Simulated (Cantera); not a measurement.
Cantera with NASA thermochemical tables; ideal gases at 1 bar, condensed phases pure. Values are per mole of reaction as written; species without (g) are pure solids or liquids, kept so even where they would boil at 1 bar.

Ti₃O₅ → O₂(g) + 3 TiO(g)

```csv
T (K),ΔH° (kJ),ΔS° (J/K),ΔG° (kJ),log10 K,condensed phases
400,2618.2,764.4,2312.5,-301.97,Ti₃O₅(s)
600,2595.2,715.0,2166.2,-188.58,Ti₃O₅(s)
800,2585.0,700.4,2024.7,-132.20,Ti₃O₅(s)
1000,___,___,___,___,Ti₃O₅(s)
1200,2560.4,675.7,1749.6,-76.16,Ti₃O₅(s)
1400,2545.6,664.3,1615.6,-60.28,Ti₃O₅(s)
1600,___,___,___,___,Ti₃O₅(s)
1800,2510.7,642.4,1354.3,-39.30,Ti₃O₅(s)
2000,2490.5,631.8,1226.9,-32.04,Ti₃O₅(s)
2200,___,___,___,___,Ti₃O₅(l)
2400,___,___,___,___,Ti₃O₅(l)
```

Problem. What belongs in the gaps?

Solution. 
- 1000, ΔH° (kJ): 2573.5
- 1000, ΔS° (J/K): 687.6
- 1000, ΔG° (kJ): 1885.9
- 1000, log10 K: -98.51
- 1600, ΔH° (kJ): 2529.0
- 1600, ΔS° (J/K): 653.2
- 1600, ΔG° (kJ): 1483.9
- 1600, log10 K: -48.44
- 2200, ΔH° (kJ): 2296.6
- 2200, ΔS° (J/K): 537.5
- 2200, ΔG° (kJ): 1114.2
- 2200, log10 K: -26.45
- 2400, ΔH° (kJ): 2274.2
- 2400, ΔS° (J/K): 527.7
- 2400, ΔG° (kJ): 1007.6
- 2400, log10 K: -21.93
